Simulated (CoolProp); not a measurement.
Values from CoolProp's reference Helmholtz-energy equation of state, Gao 2022.

Task: Give the vapour pressure (kPa), vapour density (kg/m³), liquid cp (kJ/(kg K)) of saturated n-perfluorohexane at 366.7, 398.8 K.

Result: 
```
T (K)  p (kPa)  vapour density (kg/m³)  liquid cp (kJ/(kg K))
-----  -------  ----------------------  ---------------------
366.7      301                    38.7                   1.16
398.8      650                    88.3                   1.25
```
